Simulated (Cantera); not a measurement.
A closed system holds: 1 mol MgO, 3.3 mol SO3, 0.092 mol CO2, at 1600 Pa.

These are equilibrium values from Cantera (NASA tables, ideal gas, pure condensed phases), not measurements of a reactor. Candidate condensed phases: C, Mg, MgCO3, MgO, MgS, MgSO4, S; 26 gas species. Kinetics and transport are ignored.

log p: log10 of the partial pressure in bar; n: condensed amount in mol.

```csv
T (K),log p SO3,log p SO2,log p O2,log p CO2,log p O,log p SO,log p CO,n MgSO4(s),n MgO(s)
600,-1.82,-3.57,-3.87,-3.21,<-13,<-13,<-13,1.00,0
700,-1.89,-2.79,-3.10,-3.23,<-13,<-13,<-13,1.00,0
800,-2.09,-2.31,-2.62,-3.28,<-13,<-13,<-13,1.00,0
900,-2.47,-2.09,-2.39,-3.34,-12.47,<-13,<-13,1.00,0
1000,-2.92,-2.02,-2.32,-3.37,-10.96,-12.58,-12.42,1.00,0
1100,-3.35,-2.00,-2.30,-3.38,-9.75,-11.13,-11.10,1.00,0
1200,…,-1.99,-2.29,-3.53,…,…,…,0,1.00
1300,-4.04,-1.98,-2.28,-3.53,-7.89,-8.91,-9.21,0,1.00
1400,…,-1.98,-2.28,-3.53,…,…,…,0,1.00
1500,-4.55,-1.98,-2.28,-3.53,-6.53,-7.29,-7.70,0,1.00
1600,-4.76,-1.98,-2.28,-3.53,-5.98,-6.64,-7.09,0,1.00
```

Question: Fill in the missing entries.

Answer: 
- 1400, log p SO3: -4.31
- 1400, log p O: -7.17
- 1400, log p SO: -8.05
- 1400, log p CO: -8.40
- 1200, log p SO3: -3.72
- 1200, log p O: -8.74
- 1200, log p SO: -9.93
- 1200, log p CO: -10.15
